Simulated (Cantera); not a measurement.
# SO2 + O2 + H2 (abatement and gas-phase synthesis)

Input: 1 mol SO2, 2.6 mol O2, 2.4 mol H2, equilibrated at 32.0 bar.

Cantera equilibrium calculation (NASA polynomials, part measured and part estimated; ideal gas, pure solids and liquids). Candidate condensed phases: H2O, H2SO4, S; 19 gas species. The ideal-gas law is rough above about 30 bar. Rates play no part.

| T (K) | x H2O | x O2 | x SO2 | x OH | x SO3 |
|---|---|---|---|---|---|
| 1973 | 0.500 | 0.290 | 0.205 | 0.00182 | 0.00378 |
| 2023 | 0.499 | 0.290 | 0.205 | 0.00233 | 0.00329 |
| 2073 | 0.499 | 0.290 | 0.206 | 0.00294 | 0.00289 |
| 2123 | 0.498 | 0.290 | 0.206 | 0.00367 | 0.00254 |
| 2173 | 0.497 | 0.289 | 0.206 | 0.00453 | 0.00226 |
| 2223 | 0.497 | 0.289 | 0.206 | 0.00554 | 0.00201 |
| 2273 | 0.496 | 0.289 | 0.206 | 0.00672 | 0.00180 |
| 2323 | 0.495 | 0.288 | 0.206 | 0.00807 | 0.00162 |
| 2373 | 0.493 | 0.288 | 0.206 | 0.00962 | 0.00146 |
| 2423 | 0.492 | 0.287 | 0.206 | 0.0114 | 0.00133 |
| 2473 | 0.490 | 0.287 | 0.206 | 0.0134 | 0.00121 |
| 2523 | 0.489 | 0.286 | 0.206 | 0.0156 | 0.00110 |
| 2573 | 0.486 | 0.285 | 0.205 | 0.0181 | 0.00101 |
| 2623 | 0.484 | 0.284 | 0.205 | 0.0208 | 0.000929 |
x: gas mole fraction; nothing condenses.

From 1973 K to 2623 K nothing is condensed.
